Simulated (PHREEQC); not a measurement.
A column of 0.5 m (30 cells, dispersivity 0.025 m, 300 s a shift, diffusion coefficient 3e-10 m²/s) holds 0.076 eq of the database's cation exchanger X per kg of pore water, first in equilibrium with 0.019 mol/kgw CdCl2 and 1e-05 mol/kgw HCl. It is flushed with 0.021 mol ZnCl2 and 1e-05 mol HCl per kg of water, at 15 °C. Values are for the last cell. No CO2 enters from the air. Nothing may precipitate in this run.

Base run: PHREEQC, ion-association model, phreeqc.dat. Each further column changes one thing. The table gives ZnX2 on the exchanger (mol/kgw).

| pore volumes | base | exchange capacity from 0.076 to 0.038 eq/kgw | dispersivity from 0.025 to 0.05 m |
|---|---|---|---|
| 0 | 0 | 0 | 0 |
| 0.6167 | 1.06e-12 | 1.51e-8 | 8.41e-9 |
| 1.017 | 7.34e-8 | 5.75e-5 | 1.32e-5 |
| 1.617 | 0.000119 | ? | ? |
| 2.217 | 0.00564 | 0.0176 | 0.0134 |
| 2.817 | 0.0290 | 0.0188 | 0.0293 |
| 3.217 | 0.0355 | 0.0190 | 0.0341 |
| 3.817 | 0.0376 | 0.0190 | ? |
| 4.417 | 0.0379 | 0.0190 | 0.0376 |
| 5.017 | 0.0380 | 0.0190 | 0.0379 |
| 5.417 | 0.0380 | 0.0190 | 0.0379 |
| 6.017 | 0.0380 | 0.0190 | 0.0380 |

Question: Fill in the missing entries.

Answer: 
- 1.617, exchange capacity from 0.076 to 0.038 eq/kgw: 0.00741
- 1.617, dispersivity from 0.025 to 0.05 m: 0.00149
- 3.817, dispersivity from 0.025 to 0.05 m: 0.0368
